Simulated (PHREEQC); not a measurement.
Solution (16 °C): 11 mmol/kgw Na2HAsO4, 0.13 mmol/kgw H2SO4 and 11 mmol/kgw NaCl. Closed to the air; pH follows from the charge balance.

All values are PHREEQC results (ion-association model, wateq4f.dat), not measurements.

This is a speciation only: nothing precipitates in the calculation.

### Question
What pH does the model give?

### Answer
pH 8.52.

### Question
In which forms is As present?

### Answer
HAsO4-2 97 %, H2AsO4- 2.5 % of the As.
